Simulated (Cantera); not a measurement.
**Reactions in the system F-N-Si**

Source: NASA polynomial tables (part measured, part estimated), evaluated in Cantera. Values are per mole of reaction as written; species without (g) are pure solids or liquids, kept so even where they would boil at 1 bar. The tables' values for SiF2 are old estimates.

6 F2(g) + Si3N4 = 4 NF3(g) + 3 Si(g)

| T (K) | ΔH° (kJ) | ΔS° (J/K) | ΔG° (kJ) | log10 K |
|---|---|---|---|---|
| 300 | 1567.9 | 217.4 | 1502.7 | -261.64 |
| 375 | 1567.8 | 217.1 | 1486.4 | -207.04 |
| 575 | 1569.6 | 220.8 | 1442.7 | -131.06 |
| 775 | 1571.8 | 224.1 | 1398.2 | -94.23 |
| 975 | 1573.2 | 225.7 | 1353.2 | -72.49 |
| 1175 | 1573.2 | 225.7 | 1308.0 | -58.15 |
| 1375 | 1572.1 | 224.9 | 1262.9 | -47.98 |
| 1575 | 1570.4 | 223.7 | 1218.1 | -40.40 |
| 1775 | 1568.4 | 222.5 | 1173.5 | -34.53 |
| 1975 | 1566.5 | 221.5 | 1129.1 | -29.86 |
| 2175 | 1564.9 | 220.7 | 1084.9 | -26.05 |
| 2375 | 1563.9 | 220.3 | 1040.8 | -22.89 |

SiF2(g) = 2 F(g) + Si

```json
[
 {"T (K)": "300", "ΔH° (kJ)": "746.7", "ΔS° (J/K)": "79.9", "ΔG° (kJ)": "722.7", "log10 K": "-125.83", "condensed phases": "Si(s)"},
 {"T (K)": "375", "ΔH° (kJ)": "748.2", "ΔS° (J/K)": "84.3", "ΔG° (kJ)": "716.6", "log10 K": "-99.81", "condensed phases": "Si(s)"},
 {"T (K)": "575", "ΔH° (kJ)": "751.7", "ΔS° (J/K)": "91.8", "ΔG° (kJ)": "698.9", "log10 K": "-63.49", "condensed phases": "Si(s)"},
 {"T (K)": "775", "ΔH° (kJ)": "754.5", "ΔS° (J/K)": "96.1", "ΔG° (kJ)": "680.0", "log10 K": "-45.83", "condensed phases": "Si(s)"},
 {"T (K)": "975", "ΔH° (kJ)": "757.2", "ΔS° (J/K)": "99.2", "ΔG° (kJ)": "660.5", "log10 K": "-35.38", "condensed phases": "Si(s)"},
 {"T (K)": "1175", "ΔH° (kJ)": "759.8", "ΔS° (J/K)": "101.6", "ΔG° (kJ)": "640.4", "log10 K": "-28.47", "condensed phases": "Si(s)"},
 {"T (K)": "1375", "ΔH° (kJ)": "762.5", "ΔS° (J/K)": "103.7", "ΔG° (kJ)": "619.9", "log10 K": "-23.55", "condensed phases": "Si(s)"},
 {"T (K)": "1575", "ΔH° (kJ)": "765.1", "ΔS° (J/K)": "105.5", "ΔG° (kJ)": "598.9", "log10 K": "-19.86", "condensed phases": "Si(s)"},
 {"T (K)": "1775", "ΔH° (kJ)": "817.9", "ΔS° (J/K)": "136.7", "ΔG° (kJ)": "575.1", "log10 K": "-16.92", "condensed phases": "Si(l)"},
 {"T (K)": "1975", "ΔH° (kJ)": "820.2", "ΔS° (J/K)": "138.0", "ΔG° (kJ)": "547.7", "log10 K": "-14.48", "condensed phases": "Si(l)"},
 {"T (K)": "2175", "ΔH° (kJ)": "822.4", "ΔS° (J/K)": "139.1", "ΔG° (kJ)": "520.0", "log10 K": "-12.49", "condensed phases": "Si(l)"},
 {"T (K)": "2375", "ΔH° (kJ)": "824.6", "ΔS° (J/K)": "140.0", "ΔG° (kJ)": "492.0", "log10 K": "-10.82", "condensed phases": "Si(l)"}
]
```

Si3N4 + 6 F(g) = 4 N(g) + 3 SiF2(g)

| T (K) | ΔH° (kJ) | ΔS° (J/K) | ΔG° (kJ) | log10 K |
|---|---|---|---|---|
| 300 | 395.5 | 317.3 | 300.3 | -52.29 |
| 375 | 394.1 | 313.3 | 276.7 | -38.54 |
| 575 | 390.7 | 305.9 | 214.8 | -19.51 |
| 775 | 386.4 | 299.6 | 154.2 | -10.40 |
| 975 | 380.5 | 292.8 | 95.0 | -5.09 |
| 1175 | 373.0 | 285.8 | 37.1 | -1.65 |
| 1375 | 364.0 | 278.8 | -19.3 | 0.74 |
| 1575 | 354.2 | 272.1 | -74.4 | 2.47 |
| 1775 | 343.7 | 265.9 | -128.2 | 3.77 |
| 1975 | 332.9 | 260.1 | -180.8 | 4.78 |
| 2175 | 322.0 | 254.9 | -232.3 | 5.58 |
| 2375 | 311.0 | 250.0 | -282.8 | 6.22 |
